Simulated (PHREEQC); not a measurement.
Solution (25 °C): 0.034 mol KHCO3 and 8.4e-05 mol Na2SO4 per kg of water. Closed to the air; pH follows from the charge balance.

Computed with PHREEQC (Pitzer model, pitzer.dat).

Precipitation was switched off in this run.

Task: What pH does the model give?

Result: pH 8.18.

Task: In which forms is C present?

Result: HCO3- 98 %, CO2 1.2 %, CO3-2 1.2 % of the C.
